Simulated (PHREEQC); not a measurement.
NH3 is added in steps, without added water, to 1 kg of water holding 0.003 mol HF and 0.01 mol NaF, at 25 °C. Oxygen is held at 0.21 atm. The system is closed to CO2. No solid was allowed to form.

Base run: PHREEQC, ion-association model, wateq4f.dat. Each further column changes one thing. The table gives HF (mol/kgw).

```tsv
NH3 added (mol)	base	all activity coefficients set to 1	database phreeqc.dat	Davies equation for every ion	metal-ligand complexes left out
0	0.00265	0.00268	0.00268	0.00264	0.00265
0.001297	0.00152	0.00153	0.00153	0.00151	0.00152
0.002853	0.000132	(withheld)	0.000132	0.000132	0.000132
0.00415	2.30e-8	(withheld)	2.28e-8	2.31e-8	2.31e-8
0.005447	1.08e-8	(withheld)	1.07e-8	1.09e-8	1.09e-8
0.007003	6.65e-9	(withheld)	6.59e-9	6.67e-9	6.68e-9
0.0083	5.04e-9	(withheld)	4.99e-9	5.05e-9	5.06e-9
```

Problem. Complete the blanks.

Solution. 
- 0.002853, all activity coefficients set to 1: 0.000133
- 0.00415, all activity coefficients set to 1: 2.59e-8
- 0.005447, all activity coefficients set to 1: 1.22e-8
- 0.007003, all activity coefficients set to 1: 7.49e-9
- 0.0083, all activity coefficients set to 1: 5.67e-9

 phreeqc.dat and wateq4f.dat share most of their constants, so their agreement is no independent check.
